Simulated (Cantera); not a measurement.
Input: 1 mol MgF₂, 1 mol O₂, 5.9 mol N₂, equilibrated at 1373.15 K and 0.140 Pa.

These are equilibrium values from Cantera (NASA tables, ideal gas, pure condensed phases), not measurements of a reactor. Candidate condensed phases: Mg, MgF₂, MgO; 24 gas species. Kinetics and transport are ignored.

**Question.** What is the equilibrium state?

**Answer.** 
```
Item                                    Value
----------------------------------  ---------
x(N₂)                                   0.747
x(MgF₂)                                 0.127
x(O₂)                                   0.126
x(NO)                                0.000469
x(O)                                 0.000186
x(F)                                  2.50e-5
x(MgF)                                3.18e-6
gas amount                          7.901 mol
log10 activity of MgF₂(s) (absent)      -1.30
log10 activity of Mg(l) (absent)       -13.74
```
